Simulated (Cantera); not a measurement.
Feed: 1 mol SiH4, 33 mol NH3, 4.7 mol N2, equilibrated at 1702 °C and 6.70 Pa.

Method: chemical equilibrium by Gibbs-energy minimisation in Cantera with the NASA 1993 tables (ideal gas, pure condensed phases). Candidate condensed phases: Si, Si3N4; 18 gas species. The tables' values for SiN are old estimates; treat these amounts as uncertain. Kinetics and transport are ignored.

Base state: H2 0.590, N2 0.269, H 0.128, Si 0.0126, SiH 5.71e-5, SiN 1.48e-5 (mole fractions); condensed: gas only.

Question: What changes in the equilibrium state with this change: SiH4 replaced by Si2Cl6?

Answer: 
```json
[
 {"species": "H2", "before": "0.590", "after": "0.521"},
 {"species": "N2", "before": "0.269", "after": "0.262"},
 {"species": "H", "before": "0.128", "after": "0.121"},
 {"species": "HCl", "before": "0", "after": "0.0613"},
 {"species": "Cl", "before": "0", "after": "0.0106"},
 {"species": "Si", "before": "0.0126", "after": "0.0232"},
 {"species": "SiCl2", "before": "0", "after": "0.000855"},
 {"species": "SiCl", "before": "0", "after": "0.000541"},
 {"species": "Si2", "before": "3.22e-6", "after": "1.09e-5"},
 {"species": "SiN", "before": "1.48e-5", "after": "2.68e-5"}
]
```
The feed counts by its element totals alone. The tables' values for SiCl, SiN are old estimates; treat these amounts as uncertain. Further candidate phases: NH4Cl.
